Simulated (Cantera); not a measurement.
What does this Cantera script print?

```python
import numpy as np
import cantera as ct

gas = ct.Solution("h2o2.yaml")
gas.TPX = 1048, 1333, {'H2': 0.012, 'O2': 1}
reactor = ct.IdealGasConstPressureReactor(gas, energy="off", clone=False)
net = ct.ReactorNet([reactor])
net.rtol, net.atol = 1e-08, 1e-18
show = ['H2', 'O2', 'H2O', 'H', 'OH']
times = np.geomspace(4e-06, 10, 14)

steps = ct.SolutionArray(gas, extra=["t"])
rows = []
print(f"{'t/s':>10s}{'T/K':>9s}{'P/Pa':>11s}" + "".join(f"{s:>11s}" for s in show))
for t in times:
    while net.time < t:
        t_next = net.step()
        steps.append(gas.state, t=t_next)
    rows.append([np.interp(t, steps.t, y) for y in (steps.T, steps.P, *steps(*show).X.T)])
    print(f"{t:10.3e}{rows[-1][0]:9.1f}{rows[-1][1]:11.4g}" + "".join(f"{x:11.3e}" for x in rows[-1][2:]))
rate = np.gradient(steps.T, steps.t)
print("integrator steps:", len(steps.t))
if steps.T.max() > steps.T[0] + 200:
    print(f"time of steepest temperature rise: {steps.t[rate.argmax()]:.4e} s")
gas.TPX = 1048, 1333, {'H2': 0.012, 'O2': 1}
gas.equilibrate("TP")
print(f"equilibrium (TP): T = {gas.T:.1f} K  " + "  ".join(f"{s} {gas[s].X[0]:.3e}" for s in show))
```

Output:

```
       t/s      T/K       P/Pa         H2         O2        H2O          H         OH
 4.000e-06   1048.0       1333  1.186e-02  9.881e-01  1.285e-16  1.557e-12  3.328e-14
 1.242e-05   1048.0       1333  1.186e-02  9.881e-01  3.600e-15  4.630e-12  3.089e-13
 3.858e-05   1048.0       1333  1.186e-02  9.881e-01  9.814e-14  1.269e-11  2.669e-12
 1.198e-04   1048.0       1333  1.186e-02  9.881e-01  2.359e-12  2.899e-11  1.938e-11
 3.721e-04   1048.0       1333  1.186e-02  9.881e-01  4.383e-11  5.952e-11  1.059e-10
 1.156e-03   1048.0       1333  1.186e-02  9.881e-01  7.415e-10  2.147e-10  6.241e-10
 3.589e-03   1048.0       1333  1.186e-02  9.881e-01  3.822e-08  5.810e-09  1.912e-08
 1.115e-02   1048.0       1333  1.090e-02  9.873e-01  7.391e-04  1.212e-04  3.223e-04
 3.461e-02   1048.0       1333  5.989e-05  9.810e-01  1.131e-02  5.511e-04  4.776e-04
 1.075e-01   1048.0       1333  2.440e-05  9.849e-01  1.165e-02  1.574e-04  3.085e-04
 3.339e-01   1048.0       1333  5.513e-06  9.873e-01  1.184e-02  1.744e-05  1.478e-04
 1.037e+00   1048.0       1333  7.778e-07  9.879e-01  1.190e-02  9.936e-07  5.699e-05
 3.220e+00   1048.0       1333  1.005e-07  9.880e-01  1.192e-02  4.984e-08  2.110e-05
 1.000e+01   1048.0       1333  1.534e-08  9.881e-01  1.192e-02  3.170e-09  8.438e-06
integrator steps: 1629
equilibrium (TP): T = 1048.0 K  H2 3.584e-11  O2 9.881e-01  H2O 1.193e-02  H 4.033e-13  OH 4.227e-07
```

Detailed kinetics in Cantera: the H2/O2 subset of GRI-Mech 3.0, which has no nitrogen chemistry. Radical loss at walls, strong at low pressure, is not modelled.
